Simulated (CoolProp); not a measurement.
CF4 (R14) at several states: Z from the reference equation and from simpler models built on Tc = 227.4 K, pc = 37.62 bar, ω = 0.178; each cubic takes its own stable root.

The numbers come from the reference Helmholtz-energy equation of state, Platzer 1990 in CoolProp. This equation is an older, rougher fit; its heat capacities, sound speeds and derivatives of the liquid may be far off and weren't checked against measurements.

| T (K) | p (bar) | phase | reference |
|---|---|---|---|
| 384.2 | 33.8 | gas | 0.9630 |
| 297.9 | 14.2 | gas | 0.9475 |
| 317.2 | 50.3 | supercritical | 0.8623 |
| 430.8 | 17 | gas | 0.9916 |

How far does each simpler model (Pitzer virial, van der Waals, Redlich-Kwong, Soave-Redlich-Kwong) lie from the reference over these 4 states: mean and median of the absolute difference, and the worst?


- Pitzer virial: mean 0.3 %, median 0.3 %, worst -0.5 % at 384.2 K and 33.8 bar
- van der Waals: mean 2.6 %, median 2.2 %, worst -5.2 % at 317.2 K and 50.3 bar
- Redlich-Kwong: mean 1.4 %, median 1.3 %, worst -2.6 % at 317.2 K and 50.3 bar
- Soave-Redlich-Kwong: mean 0.8 %, median 0.6 %, worst +1.7 % at 317.2 K and 50.3 bar
